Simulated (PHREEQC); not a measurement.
Dissolve 0.13 mol/kgw KF and 0.006 mol/kgw Na2HPO4 at 25 °C. Closed to the air; pH follows from the charge balance.

Computed with PHREEQC (ion-association model, wateq4f.dat).

This is a speciation only: nothing precipitates in the calculation.

Order these P species by the share of P that they hold, largest first: HPO4-2, H2PO4-, NaHPO4-, PO4-3, KHPO4-.

HPO4-2 (91 %), KHPO4- (7.3 %), NaHPO4- (0.67 %), H2PO4- (0.50 %), PO4-3 (0.21 %)

The pH is 9.11 and the ionic strength 0.147 mol/kgw. Species that the database lacks are ignored. H3PO4, which wateq4f.dat lacks, is added to it with the constant of phreeqc.dat.
